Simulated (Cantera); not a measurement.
A closed system holds: 1 mol HMDSO, 0.45 mol O2, held at 1973.15 K and 13300 Pa.

Equilibrium computed with Cantera from the NASA thermochemical tables; the gas is ideal and each condensed phase is pure. Candidate condensed phases: C, C6H6, C7H8, C8H18, H2O, Si, SiC, SiO2; 123 gas species. The feed counts by its element totals alone. Rates play no part.

Base state: H2 0.822, CO 0.173, H 0.00335, SiO 0.00151, C2H2 (acetylene) 0.000527, CH4 4.11e-5, Si 1.18e-5 (mole fractions); condensed: C(graphite) + SiC(s).

### Question
What changes in the equilibrium state with this change: HMDSO replaced by SiH2Cl2?

### Answer
| species | before | after |
|---|---|---|
| HCl | 0 | 0.552 |
| SiO | 0.00151 | 0.221 |
| H2 | 0.822 | 0.116 |
| CO | 0.173 | 0 |
| SiCl2 | 0 | 0.0892 |
| SiCl3 | 0 | 0.0134 |
| Cl | 0 | 0.00448 |
| SiCl4 | 0 | 0.00240 |
| C2H2 (acetylene) | 0.000527 | 0 |
| SiHCl3 | 0 | 0.000186 |
| SiCl | 0 | 6.53e-5 |
| C(graphite), mol | 2.12 | 0 |
| SiC(s), mol | 1.98 | 0 |
| SiO2(condensed), mol | 0 | 0.168 |
The tables' values for SiCl3, SiCl are old estimates; treat these amounts as uncertain. The tables hold silica as quartz up to 1696 K and as liquid above; real silica turns to tridymite and cristobalite and melts near 1996 K.

### Question
What changes in the equilibrium state with this change: O2 from 0.45 to 2.3 mol?

### Answer
```csv
species,before,after
H2,0.822,0.614
CO,0.173,0.328
SiO,0.00151,0.0547
C2H2 (acetylene),0.000527,2.07e-5
CH4,4.11e-5,5.25e-6
"C(graphite), mol",2.12,0
"SiC(s), mol",1.98,1.20
```
Gases not in the tables: Si2H6 and higher silanes.

### Question
What changes in the equilibrium state with this change: temperature from 1973.15 K to 1700 K?

### Answer
```csv
species,before,after
H2,0.822,0.825
CO,0.173,0.174
SiO,0.00151,0.000711
H,0.00335,0.000367
Si,1.18e-5,7.55e-8
C2H2 (acetylene),0.000527,6.06e-5
"C(graphite), mol",2.12,2.11
"SiC(s), mol",1.98,1.99
```
